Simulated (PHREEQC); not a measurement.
A made-up water analysis in mg/L, 15 °C, pH 3.42, pe 11.3: Na 30.8; K 78.8; Ca 124; Mg 23.5; Cl 98.1; S(6) as SO4 472; Fe(3) 4.29; Sr 2.47.

Cl is adjusted to close the charge balance.
Valence states are taken as typed.

The numbers come from PHREEQC with the ion-association model, phreeqc.dat.

No solid was allowed to form.

Question: Estimate the ionic strength.

Answer: ionic strength 0.0177 mol/kgw.

Question: In which forms is Na present?

Answer: Na+ 99 %, NaSO4- 1.1 % of the Na.

Saturation is exceeded, for instance for Jarosite-K, Hematite (slow to form); the values hold only as long as no solid forms.
